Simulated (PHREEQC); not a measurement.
0.027 g of hydrous ferric oxide (600 m²/g; 0.2 weak and 0.005 strong sites per Fe, Dzombak-Morel constants, diffuse double layer) in 1 kg of water with 0.3 mol/kgw of an inert sodium salt and 2.6e-06 mol/kgw CaCl2, 4.1e-06 mol/kgw CuCl2 and 2.9e-06 mol/kgw NaH2PO4, at 25 °C; the pH is set by adding NaOH or the inert anion's acid. Oxygen is held at 0.21 atm. The system is closed to CO2. No solid was allowed to form.

Base run: PHREEQC, ion-association model, wateq4f.dat. Each further column changes one thing. The table gives P sorbed (%).

```json
[
 {"pH": "3", "base": "99.3", "no electrostatic term (-no_edl)": "52.4", "background salt from 0.3 to 0.03 mol/kgw": "100.0", "oxide from 0.027 to 0.14 g/kgw": "99.9"},
 {"pH": "3.5", "base": "99.5", "no electrostatic term (-no_edl)": "54.0", "background salt from 0.3 to 0.03 mol/kgw": "100.0", "oxide from 0.027 to 0.14 g/kgw": "99.9"},
 {"pH": "4", "base": "99.6", "no electrostatic term (-no_edl)": "54.7", "background salt from 0.3 to 0.03 mol/kgw": "100.0", "oxide from 0.027 to 0.14 g/kgw": "99.9"},
 {"pH": "5", "base": "99.8", "no electrostatic term (-no_edl)": "56.9", "background salt from 0.3 to 0.03 mol/kgw": "100.0", "oxide from 0.027 to 0.14 g/kgw": "100.0"},
 {"pH": "5.5", "base": "99.8", "no electrostatic term (-no_edl)": "60.6", "background salt from 0.3 to 0.03 mol/kgw": "100.0", "oxide from 0.027 to 0.14 g/kgw": "100.0"},
 {"pH": "6", "base": "99.8", "no electrostatic term (-no_edl)": "67.7", "background salt from 0.3 to 0.03 mol/kgw": "100.0", "oxide from 0.027 to 0.14 g/kgw": "100.0"},
 {"pH": "6.5", "base": "99.6", "no electrostatic term (-no_edl)": "75.9", "background salt from 0.3 to 0.03 mol/kgw": "99.9", "oxide from 0.027 to 0.14 g/kgw": "99.9"},
 {"pH": "7", "base": "98.8", "no electrostatic term (-no_edl)": "80.2", "background salt from 0.3 to 0.03 mol/kgw": "99.7", "oxide from 0.027 to 0.14 g/kgw": "99.8"},
 {"pH": "8", "base": "81.3", "no electrostatic term (-no_edl)": "76.1", "background salt from 0.3 to 0.03 mol/kgw": "90.6", "oxide from 0.027 to 0.14 g/kgw": "96.0"},
 {"pH": "8.5", "base": "48.5", "no electrostatic term (-no_edl)": "70.3", "background salt from 0.3 to 0.03 mol/kgw": "61.1", "oxide from 0.027 to 0.14 g/kgw": "81.8"},
 {"pH": "9", "base": "16.7", "no electrostatic term (-no_edl)": "58.9", "background salt from 0.3 to 0.03 mol/kgw": "21.7", "oxide from 0.027 to 0.14 g/kgw": "46.1"}
]
```

H3PO4, which wateq4f.dat lacks, is added to it with the constant of phreeqc.dat. The database has no phosphate complexes of Cu. The database's constant for dissolved Cu(OH)2 is higher than later reviews accept. The oxide is taken as insoluble; below pH 4 it would dissolve.
